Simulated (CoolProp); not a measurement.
Vapour-liquid equilibrium of n-heptane (1) + o-xylene (2) at 157.45 °C; x and y are mole fractions of (1).

The numbers come from the multi-fluid Helmholtz-energy mixture model, Span 2003 and Zhou 2012; pair parameters Bell 2016 in CoolProp.

```csv
x,bubble pressure (MPa),y at the bubble point,dew pressure at overall composition x (MPa),liquid density (mol/L)
0.05,0.1617,0.161,0.1473,7.037
0.15,…,0.375,0.1602,6.861
0.25,0.2320,0.515,0.1755,6.688
0.35,0.2625,0.616,0.1937,6.520
0.45,0.2910,0.696,0.2155,6.356
0.55,0.3183,0.764,0.2419,…
0.65,0.3449,0.822,0.2740,6.038
0.75,0.3712,0.876,0.3126,…
0.85,0.3976,0.927,0.3582,…
0.95,…,0.976,0.4100,5.587
```

Problem. Complete the blanks.

Solution. 
- 0.15, bubble pressure (MPa): 0.1987
- 0.55, liquid density (mol/L): 6.195
- 0.75, liquid density (mol/L): 5.884
- 0.85, liquid density (mol/L): 5.734
- 0.95, bubble pressure (MPa): 0.4243

No azeotrope shows between x = 0.05 and 0.95.

The pair parameters rest on a limited set of measurements; away from them the model extrapolates.
